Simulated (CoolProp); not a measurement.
Vapour-liquid equilibrium of propane (1) + R114 (2) at 12.2 bar; x and y are mole fractions of (1).

Values from CoolProp's multi-fluid Helmholtz-energy mixture model, Lemmon 2009 and Platzer 1990; pair parameters Bell 2016. This equation is an older, rougher fit; its heat capacities, sound speeds and derivatives of the liquid may be far off and weren't checked against measurements.

```tsv
x	bubble temperature, mixture model (°C)	bubble temperature, Raoult's law (°C)	y, mixture model	y, Raoult's law
0.05	87.0	87.4	0.125	0.147
0.125	79.5	80.6	0.285	0.324
0.2	72.8	74.4	0.414	0.462
0.275	67.1	69.0	0.518	0.571
0.35	62.1	64.0	0.602	0.659
0.425	57.7	59.5	0.672	0.730
0.5	53.8	55.4	0.731	0.789
0.575	50.3	51.7	0.782	0.837
0.65	47.1	48.2	0.827	0.878
0.725	44.3	45.0	0.868	0.912
0.8	41.6	42.0	0.906	0.941
0.875	39.0	39.3	0.942	0.966
0.95	36.6	36.7	0.977	0.987
```

The largest gap from Raoult's law is -1.9 K in bubble temperature, at x = 0.35. No azeotrope shows between x = 0.05 and 0.95.

Pair parameters are fitted to limited data, so mixtures are less certain than the pure fluids.
